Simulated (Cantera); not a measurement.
Charge: 1 mol Si, 0.13 mol CO2, 11 mol CO, held at 1598.15 K and 2.20 mbar.

Cantera equilibrium calculation (NASA polynomials, part measured and part estimated; ideal gas, pure solids and liquids). Candidate condensed phases: C, Si, SiC, SiO2; 20 gas species. Rates play no part.

Base state: CO 0.950, SiO 0.0502 (mole fractions); condensed: SiC(s).

Problem. What changes in the equilibrium state with this change: Si replaced by Cu?

Solution. 
```json
[
 {"species": "CO", "before": "0.950", "after": "0.971"},
 {"species": "Cu", "before": "0", "after": "0.0176"},
 {"species": "CO2", "before": "2.51e-6", "after": "0.0115"},
 {"species": "SiO", "before": "0.0502", "after": "0"},
 {"species": "Cu2", "before": "0", "after": "1.25e-5"},
 {"species": "SiC(s), mol", "before": "0.435", "after": "0"},
 {"species": "Cu(l), mol", "before": "0", "after": "0.800"}
]
```
Further candidate phases: Cu, CuO, Cu2O.

Problem. What changes in the equilibrium state with this change: Si replaced by Ti?

Solution. 
```tsv
species	before	after
CO	0.950	1.000
CO2	2.51e-6	2.44e-5
SiO	0.0502	0
SiC(s), mol	0.435	0
TiC(s), mol	0	0.548
Ti2O3(s), mol	0	0.226
```
Mutual solubility and eutectic melting of coexisting phases are not modelled. TiC: taken at fixed stoichiometry. Further candidate phases: Ti, TiC, TiO, TiO2, Ti2O3, Ti3O5, Ti4O7.
